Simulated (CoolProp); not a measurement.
Saturated liquid density (kg/m³) of tetrahydrofuran: the reference equation beside estimates from Tc = 267.0 °C, pc = 5.304 MPa, ω = 0.234. Rackett uses Z = 0.29056 − 0.08775 ω.

The numbers come from the reference Helmholtz-energy equation of state, Fiedler 2023 in CoolProp.

```
T (°C)  reference  Rackett  van der Waals  Redlich-Kwong  Soave-Redlich-Kwong  Peng-Robinson
------  ---------  -------  -------------  -------------  -------------------  -------------
150.25      728.2    734.3          447.3          635.3                663.2          752.4
155.75      720.2    725.9          442.1              ?                653.8          741.9
161.15      712.2    717.4          436.8          616.4                644.2          731.2
166.55      704.0    708.7          431.4              ?                634.4          720.1
172.05      695.4    699.6          425.7              ?                624.0          708.3
177.45      686.7    690.4              ?          586.0                    ?          696.3
182.85      677.8    681.0          414.0              ?                602.5          683.8
188.35      668.4    671.0          407.7          564.0                590.9          670.5
193.75      658.8    660.9          401.3          552.5                579.0          656.9
199.15      648.8    650.4          394.7          540.6                566.7          642.7
204.65      638.3    639.3          387.7          528.0                553.5          627.4
210.05      627.4    627.9          380.5          515.1                539.9          611.7
```

Q: Fill in the missing entries.

A: 
- 155.75, Redlich-Kwong: 625.9
- 166.55, Redlich-Kwong: 606.6
- 172.05, Redlich-Kwong: 596.3
- 177.45, van der Waals: 419.9
- 177.45, Soave-Redlich-Kwong: 613.5
- 182.85, Redlich-Kwong: 575.2

Absolute difference from the reference over all 12 rows, mean and median: Rackett 0.5 and 0.5 %, van der Waals 38.9 and 38.9 %, Redlich-Kwong 15.1 and 14.9 %, Soave-Redlich-Kwong 11.1 and 10.9 %, Peng-Robinson 1.8 and 1.8 %.
